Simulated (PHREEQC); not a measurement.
**Buffer: speciation**

A solution holds 0.013 mol/kgw NaHCO3, 0.0002 mol/kgw Na2B4O7 and 0.029 mol/kgw KCl, at 25 °C. Closed to the air; pH follows from the charge balance.

The numbers come from PHREEQC with the ion-association model, phreeqc.dat.

This is a speciation only: nothing precipitates in the calculation.

Q: Estimate the pH.

A: pH 8.48.

Q: In which forms is C present?

A: HCO3- 96 %, CO3-2 2.3 %, CO2 0.6 % of the C.

Complexes and solids missing from the database can't appear.
